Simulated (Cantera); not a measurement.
What does this Cantera script print?

```python
import numpy as np
import cantera as ct

gas_names = """
    N NO NO2 NO3 N2 N2O O O2 O3 Pb PbO Pb2
""".split()
cond_names = """
    Pb(cr) Pb(L) PbO(rd) PbO(yw) PbO(L) PbO2(s) Pb3O4(s)
""".split()


# ... load() reads the species with a 1 bar reference pressure and builds the phases ...
atoms = {
    'PbO': {'Pb': 1, 'O': 1},
    'O2': {'O': 2},
    'N2': {'N': 2},
}
top_T = {'Pb3O4(s)': 820}  # K; cautious upper limits of use, not melting points


# ... equilibrate(T, P, feed) seeds the gas with the atoms and calls Mixture.equilibrate('TP', solver="vcs", rtol=1e-11, max_steps=5000) ...
results = []
T = 1498  # K
P = 400  # Pa
for m in [0.12, 0.26, 0.54, 1.1, 2.3, 4.8, 10, 21]:
    feed = {'PbO': 1, 'O2': 0.028, 'N2': m}  # mol
    mix = equilibrate(T, P, feed)
    results.append((T, P, feed, dict(zip(mix.species_names, mix.species_moles))))
    x = sorted(zip(gas.X, gas.species_names), reverse=True)
    print(f"T = {T:g} K  P = {P:g} Pa  n(N2) = {m:g} mol  gas = {mix.phase_moles(0):.4g} mol")
    print("   x: " + "  ".join(f"{s} {v:.3e}" for v, s in x if v > 1e-05))
    print("   condensed (mol): " + ("  ".join(f"{mix.phase(i).name} {mix.phase_moles(i):.4g}"
          for i in range(1, mix.n_phases) if mix.phase_moles(i) > 1e-12) or "none"))
```

It prints:

```
T = 1498 K  P = 400 Pa  n(N2) = 0.12 mol  gas = 1.246 mol
   x: PbO 6.457e-01  Pb 1.570e-01  O2 1.008e-01  N2 9.618e-02  NO 2.933e-04  O 1.981e-05
   condensed (mol): none
T = 1498 K  P = 400 Pa  n(N2) = 0.26 mol  gas = 1.389 mol
   x: PbO 5.743e-01  N2 1.870e-01  Pb 1.455e-01  O2 9.273e-02  NO 3.922e-04  O 1.900e-05
   condensed (mol): none
T = 1498 K  P = 400 Pa  n(N2) = 0.54 mol  gas = 1.675 mol
   x: PbO 4.693e-01  N2 3.221e-01  Pb 1.278e-01  O2 8.035e-02  NO 4.792e-04  O 1.769e-05
   condensed (mol): none
T = 1498 K  P = 400 Pa  n(N2) = 1.1 mol  gas = 2.245 mol
   x: N2 4.898e-01  PbO 3.415e-01  Pb 1.040e-01  O2 6.420e-02  NO 5.282e-04  O 1.581e-05
   condensed (mol): none
T = 1498 K  P = 400 Pa  n(N2) = 2.3 mol  gas = 3.46 mol
   x: N2 6.644e-01  PbO 2.126e-01  Pb 7.644e-02  O2 4.605e-02  NO 5.210e-04  O 1.339e-05
   condensed (mol): none
T = 1498 K  P = 400 Pa  n(N2) = 4.8 mol  gas = 5.982 mol
   x: N2 8.022e-01  PbO 1.157e-01  Pb 5.143e-02  O2 3.016e-02  NO 4.633e-04  O 1.084e-05
   condensed (mol): none
T = 1498 K  P = 400 Pa  n(N2) = 10 mol  gas = 11.21 mol
   x: N2 8.919e-01  PbO 5.690e-02  Pb 3.232e-02  O2 1.846e-02  NO 3.822e-04
   condensed (mol): none
T = 1498 K  P = 400 Pa  n(N2) = 21 mol  gas = 22.24 mol
   x: N2 9.440e-01  PbO 2.575e-02  Pb 1.921e-02  O2 1.071e-02  NO 2.995e-04
   condensed (mol): none
```

Cantera equilibrium calculation (NASA polynomials, part measured and part estimated; ideal gas, pure solids and liquids). Gases not in the tables: (PbO)n polymers.
